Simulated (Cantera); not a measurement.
A Cantera script and what it prints.

```python
import numpy as np
import cantera as ct

gas_names = [...]  # 151 gases of nasa_gas.yaml made of C, H, N, O, Si
cond_names = """
    C(gr) C6H6(L) C7H8(L) C8H18(L),n-octa H2O(s) H2O(L) Si(cr) Si(L) SiC(b) SiO2(Lqz) SiO2(hqz) SiO2(L)
    Si2N2O(s) Si3N4(a)
""".split()


# ... load() reads the species with a 1 bar reference pressure and builds the phases ...
atoms = {
    'TEOS': {'Si': 1, 'C': 8, 'H': 20, 'O': 4},
    'NO': {'N': 1, 'O': 1},
}
top_T = {'C(gr)': 4500, 'SiC(b)': 3050, 'Si2N2O(s)': 2100, 'Si3N4(a)': 2400}  # K; cautious upper limits of use, not melting points


# ... equilibrate(T, P, feed) seeds the gas with the atoms and calls Mixture.equilibrate('TP', solver="vcs", rtol=1e-11, max_steps=5000) ...
results = []
T = 1725  # K
P = 1400  # Pa
for m in [0.92, 3.6, 6.2, 8.8, 11, 14, 17]:
    feed = {'TEOS': 1, 'NO': m}  # mol
    mix = equilibrate(T, P, feed)
    results.append((T, P, feed, dict(zip(mix.species_names, mix.species_moles))))
    x = sorted(zip(gas.X, gas.species_names), reverse=True)
    print(f"T = {T:g} K  P = {P:g} Pa  n(NO) = {m:g} mol  gas = {mix.phase_moles(0):.4g} mol")
    print("   x: " + "  ".join(f"{s} {v:.3e}" for v, s in x if v > 0.001))
    print("   condensed (mol): " + ("  ".join(f"{mix.phase(i).name} {mix.phase_moles(i):.4g}"
          for i in range(1, mix.n_phases) if mix.phase_moles(i) > 1e-12) or "none"))
```

Output:

```
T = 1725 K  P = 1400 Pa  n(NO) = 0.92 mol  gas = 15.39 mol
   x: H2 6.488e-01  CO 3.183e-01  N2 2.959e-02  SiO 1.411e-03  H 1.264e-03
   condensed (mol): C(gr) 2.112  SiC(b) 0.9783
T = 1725 K  P = 1400 Pa  n(NO) = 3.6 mol  gas = 19.41 mol
   x: H2 5.144e-01  CO 3.759e-01  N2 9.258e-02  SiO 1.561e-02  H 1.126e-03
   condensed (mol): SiC(b) 0.6969
T = 1725 K  P = 1400 Pa  n(NO) = 6.2 mol  gas = 21.15 mol
   x: H2 4.632e-01  CO 3.762e-01  N2 1.466e-01  H2O 9.088e-03  CO2 2.097e-03  SiO 1.729e-03  H 1.068e-03
   condensed (mol): SiO2(L) 0.9634
T = 1725 K  P = 1400 Pa  n(NO) = 8.8 mol  gas = 22.41 mol
   x: H2 3.473e-01  CO 3.303e-01  N2 1.963e-01  H2O 9.843e-02  CO2 2.660e-02
   condensed (mol): SiO2(L) 0.9973
T = 1725 K  P = 1400 Pa  n(NO) = 11 mol  gas = 23.51 mol
   x: CO 2.896e-01  H2 2.629e-01  N2 2.339e-01  H2O 1.620e-01  CO2 5.070e-02
   condensed (mol): SiO2(L) 0.9987
T = 1725 K  P = 1400 Pa  n(NO) = 14 mol  gas = 25.01 mol
   x: N2 2.799e-01  CO 2.305e-01  H2O 2.305e-01  H2 1.690e-01  CO2 8.935e-02
   condensed (mol): SiO2(L) 0.9994
T = 1725 K  P = 1400 Pa  n(NO) = 17 mol  gas = 26.51 mol
   x: N2 3.207e-01  H2O 2.794e-01  CO 1.663e-01  CO2 1.355e-01  H2 9.751e-02
   condensed (mol): SiO2(L) 0.9997
```

These are equilibrium values from Cantera (NASA tables, ideal gas, pure condensed phases), not measurements of a reactor. The feed counts by its element totals alone. The tables hold silica as quartz up to 1696 K and as liquid above; real silica turns to tridymite and cristobalite and melts near 1996 K.
